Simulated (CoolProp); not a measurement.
Vapour pressure (bar) of R125: the reference equation beside estimates from Tc = 339.2 K, pc = 36.18 bar, ω = 0.305. Clausius-Clapeyron is anchored at 281.2 K with a constant enthalpy of vaporisation of 15.19 kJ/mol.

Computed with CoolProp (reference Helmholtz-energy equation of state, Lemmon 2005).

| T (K) | reference | Clausius-Clapeyron | van der Waals | Peng-Robinson |
|---|---|---|---|---|
| 270.2 | 6.102 | 6.586 | 13.60 | 6.076 |
| 275.7 | 7.262 | 7.537 | 14.93 | 7.236 |
| 281.2 | 8.580 | 8.580 | 16.33 | 8.558 |
| 286.8 | 10.10 | 9.741 | 17.84 | 10.08 |
| 292.3 | 11.78 | 10.98 | 19.40 | 11.77 |
| 297.8 | 13.65 | 12.33 | 21.04 | 13.66 |
| 303.4 | 15.79 | 13.80 | 22.81 | 15.82 |
| 308.9 | 18.11 | 15.37 | 24.62 | 18.17 |
| 314.4 | 20.69 | 17.04 | 26.52 | 20.78 |
| 319.9 | 23.55 | 18.83 | 28.51 | 23.66 |
| 325.5 | 26.75 | 20.78 | 30.63 | 26.89 |

Absolute difference from the reference over all 11 rows, mean and median: Clausius-Clapeyron 10.9 and 9.7 %, van der Waals 59.9 and 54.1 %, Peng-Robinson 0.3 and 0.3 %.
